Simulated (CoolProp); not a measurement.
o-xylene along the isobar 0.542 MPa: density (kg/m³) from the reference equation and from simpler models built on Tc = 357.1 °C, pc = 3.737 MPa, ω = 0.312; each cubic takes its own stable root.

The numbers come from the reference Helmholtz-energy equation of state, Zhou 2012 in CoolProp.

| T (°C) | phase | reference | Redlich-Kwong | Peng-Robinson |
|---|---|---|---|---|
| -16.85 | liquid | 911.4 | ___ | 886.4 |
| -4.45 | liquid | 901.0 | 769.0 | 879.8 |
| 7.85 | liquid | 890.7 | 761.1 | 872.9 |
| 20.15 | liquid | 880.4 | 753.0 | 865.7 |
| 32.55 | liquid | ___ | 744.5 | 858.2 |
| 44.85 | liquid | 859.6 | 735.7 | 850.3 |
| 57.15 | liquid | 849.1 | 726.6 | 842.1 |
| 69.55 | liquid | ___ | 717.2 | 833.4 |
| 81.85 | liquid | ___ | 707.4 | 824.4 |

Task: Fill in the missing entries.

Result: 
- -16.85, Redlich-Kwong: 776.7
- 32.55, reference: 870.0
- 69.55, reference: 838.4
- 81.85, reference: 827.6
